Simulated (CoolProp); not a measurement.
Aqueous lithium chloride as a coolant, at 21 °C, 1 atm.

Computed with CoolProp (Melinder's fits for secondary coolants).

```
mass %  freezing point (°C)  conductivity (W/(m K))  density (kg/m³)  viscosity (mPa s)  cp (kJ/(kg K))
------  -------------------  ----------------------  ---------------  -----------------  --------------
3.1                    -2.8                   0.591             1016               1.09           4.013
5.7                    -6.0                   0.585             1031               1.19           3.879
8.3                    -9.5                     [?]              [?]               1.30             [?]
10.8                  -13.6                     [?]             1060               1.42           3.635
13.4                  -19.4                   0.567             1075               1.57           3.520
16                    -27.2                     [?]              [?]               1.74           3.411
18.5                  -37.1                   0.557             1106               1.94           3.315
21.1                  -49.2                   0.551             1122               2.17             [?]
```

Q: Complete the blanks.

A: 
- 8.3, conductivity (W/(m K)): 0.579
- 8.3, density (kg/m³): 1046
- 8.3, cp (kJ/(kg K)): 3.752
- 10.8, conductivity (W/(m K)): 0.573
- 16, conductivity (W/(m K)): 0.562
- 16, density (kg/m³): 1091
- 21.1, cp (kJ/(kg K)): 3.229
